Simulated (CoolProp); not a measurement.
Vapour-liquid equilibrium of R124 (1) + R142b (2) at -49.45 °C; x and y are mole fractions of (1).

Model: multi-fluid Helmholtz-energy mixture model, de Vries 1995 and Lemmon 2006; pair parameters Bell 2016, in CoolProp.

### Question
Give the bubble pressure and the first vapour's composition at x = 0.05, 0.2, 0.5. Is there an azeotrope?

### Answer
x = 0.05: 13.94 kPa, y = 0.052; x = 0.2: 14.01 kPa, y = 0.206; x = 0.5: 14.23 kPa, y = 0.518. No azeotrope shows between x = 0.05 and 0.95.

The pair parameters rest on a limited set of measurements; away from them the model extrapolates.
